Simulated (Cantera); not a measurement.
Input: 1 mol CsCl, 7.8 mol O2, a varied amount of H2, at 1400 K and 1.33 mbar.

These are equilibrium values from Cantera (NASA tables, ideal gas, pure condensed phases), not measurements of a reactor. Candidate condensed phases: Cs, CsCl, CsOH, H2O; 22 gas species. Rates play no part.

x: gas mole fraction; nothing condenses.

```json
[
 {"n(H2) (mol)": "46", "x H2": "0.646", "x H2O": "0.332", "x CsCl": "0.0207", "x HCl": "0.000609", "x Cs": "(withheld)", "x CsOH": "0.000228", "x H": "0.000107"},
 {"n(H2) (mol)": "74", "x H2": "0.778", "x H2O": "0.208", "x CsCl": "0.0129", "x HCl": "0.000461", "x Cs": "(withheld)", "x CsOH": "0.000118", "x H": "0.000118"},
 {"n(H2) (mol)": "100", "x H2": "0.835", "x H2O": "0.154", "x CsCl": "0.00951", "x HCl": "0.000388", "x Cs": "(withheld)", "x CsOH": "7.65e-5", "x H": "0.000122"},
 {"n(H2) (mol)": "130", "x H2": "0.873", "x H2O": "0.119", "x CsCl": "0.00730", "x HCl": "0.000336", "x Cs": "0.000283", "x CsOH": "5.24e-5", "x H": "0.000124"},
 {"n(H2) (mol)": "160", "x H2": "0.897", "x H2O": "0.0968", "x CsCl": "0.00591", "x HCl": "0.000299", "x Cs": "0.000261", "x CsOH": "3.87e-5", "x H": "0.000126"},
 {"n(H2) (mol)": "180", "x H2": "0.908", "x H2O": "0.0861", "x CsCl": "0.00524", "x HCl": "0.000281", "x Cs": "0.000248", "x CsOH": "3.26e-5", "x H": "0.000127"},
 {"n(H2) (mol)": "210", "x H2": "0.921", "x H2O": "0.0739", "x CsCl": "0.00448", "x HCl": "0.000258", "x Cs": "0.000232", "x CsOH": "2.60e-5", "x H": "0.000128"},
 {"n(H2) (mol)": "240", "x H2": "0.931", "x H2O": "0.0647", "x CsCl": "0.00391", "x HCl": "0.000240", "x Cs": "0.000219", "x CsOH": "2.13e-5", "x H": "0.000129"},
 {"n(H2) (mol)": "260", "x H2": "0.936", "x H2O": "0.0597", "x CsCl": "0.00360", "x HCl": "0.000230", "x Cs": "0.000211", "x CsOH": "1.89e-5", "x H": "0.000129"},
 {"n(H2) (mol)": "290", "x H2": "0.943", "x H2O": "0.0536", "x CsCl": "0.00322", "x HCl": "0.000217", "x Cs": "0.000201", "x CsOH": "1.61e-5", "x H": "0.000129"},
 {"n(H2) (mol)": "320", "x H2": "0.948", "x H2O": "0.0486", "x CsCl": "0.00291", "x HCl": "0.000206", "x Cs": "0.000192", "x CsOH": "1.39e-5", "x H": "0.000130"}
]
```

**Question.** What belongs in the gaps?

**Answer.** 
- 46, x Cs: 0.000381
- 74, x Cs: 0.000343
- 100, x Cs: 0.000312
